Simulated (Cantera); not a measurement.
Input: 1 mol Al, 5.1 mol CO₂, 19 mol CO, equilibrated at 452 °C and 91.0 Pa.

Equilibrium computed with Cantera from the NASA thermochemical tables; the gas is ideal and each condensed phase is pure. Candidate condensed phases: Al, Al₂O₃, C; 19 gas species. Equilibrium is a limit: real reactors are often held back by kinetics, nucleation or transport.

Base state: CO 0.571, CO₂ 0.429 (mole fractions); condensed: Al₂O₃(s) + C(graphite).

Task: What changes in the equilibrium state with this change: pressure from 91.0 Pa to 0.710 bar?

Result: 
```csv
species,before,after
CO₂,0.429,0.969
CO,0.571,0.0307
"Al₂O₃(s), mol",0.500,0.500
"C(graphite), mol",4.72,10.0
```
